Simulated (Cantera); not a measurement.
Cantera run, input and output.

```python
import numpy as np
import cantera as ct

gas = ct.Solution("h2o2.yaml")
gas.TPX = 600, 13332, {'H2': 1, 'O2': 0.192, 'N2': 0.846}
flame = ct.FreeFlame(gas, width=0.16)
flame.set_refine_criteria(ratio=3, slope=0.08, curve=0.16)
flame.transport_model = "mixture-averaged"
flame.solve(loglevel=0, auto=True)
z, T = flame.grid, flame.T
thick = (T[-1] - T[0]) / np.gradient(T, z).max()
show = ['H2', 'O2', 'OH', 'H', 'H2O2', 'HO2']
print(f"laminar burning velocity  {flame.velocity[0] * 100:.3f} cm/s")
print(f"burnt temperature         {T[-1]:.1f} K")
print(f"thermal thickness         {thick * 1e3:.4f} mm")
print(f"grid points               {len(z)}")
z0 = z[flame.heat_release_rate.argmax()]
print(f"{'z/mm':>9s}{'T/K':>9s}{'u/(m/s)':>9s}" + "".join(f"{s:>11s}" for s in show))
rows = []
for k in (-3, -2, -1.5, -1, -0.5, -0.25, 0, 0.25, 0.5, 1, 2, 4, 8):
    zz = z0 + k * thick
    rows.append([k * thick, np.interp(zz, z, T), np.interp(zz, z, flame.velocity),
                 *(np.interp(zz, z, flame.X[gas.species_index(s)]) for s in show)])
    print(f"{rows[-1][0] * 1e3:9.3f}{rows[-1][1]:9.1f}{rows[-1][2]:9.3f}" + "".join(f"{x:11.3e}" for x in rows[-1][3:]))
```

Result:

```
laminar burning velocity  594.394 cm/s
burnt temperature         2027.5 K
thermal thickness         6.6469 mm
grid points               142
     z/mm      T/K  u/(m/s)         H2         O2         OH          H       H2O2        HO2
  -19.941    600.0    5.944  4.907e-01  9.421e-02  3.322e-17  6.885e-14 -1.064e-15  8.937e-13
  -13.294    600.0    5.944  4.907e-01  9.421e-02  1.948e-14  4.321e-11  2.210e-15  1.987e-10
   -9.970    600.0    5.944  4.907e-01  9.421e-02  2.130e-12  4.812e-09  5.381e-13  1.246e-08
   -6.647    600.0    5.944  4.907e-01  9.421e-02  2.190e-09  1.123e-06  6.017e-10  1.369e-06
   -3.323    616.0    6.090  4.882e-01  9.387e-02  2.548e-05  7.889e-04  3.808e-07  3.395e-05
   -1.662    740.2    7.234  4.643e-01  8.964e-02  1.626e-04  1.202e-02  1.983e-07  2.216e-05
    0.000   1060.0   10.133  3.470e-01  4.971e-02  1.066e-03  7.327e-02  1.059e-07  8.595e-06
    1.662   1266.8   12.050  2.654e-01  4.453e-03  1.204e-03  1.098e-01  4.007e-08  7.534e-07
    3.323   1342.9   12.717  2.634e-01  4.004e-04  1.246e-03  1.053e-01  3.150e-08  6.288e-08
    6.647   1429.9   13.457  2.711e-01  1.615e-04  1.505e-03  9.357e-02  3.399e-08  2.346e-08
   13.294   1531.7   14.306  2.809e-01  1.366e-04  1.754e-03  7.890e-02  3.203e-08  1.836e-08
   26.587   1638.7   15.181  2.914e-01  1.036e-04  1.882e-03  6.306e-02  2.421e-08  1.349e-08
   53.175   1741.2   16.000  3.016e-01  6.770e-05  1.816e-03  4.762e-02  1.488e-08  9.117e-09
```

Cantera simulation using the H2/O2 subset of GRI-Mech 3.0, which has no nitrogen chemistry; the numbers are that mechanism's predictions, not measurements. Burning velocities carry a grid error of a few per cent, more on coarse grids.
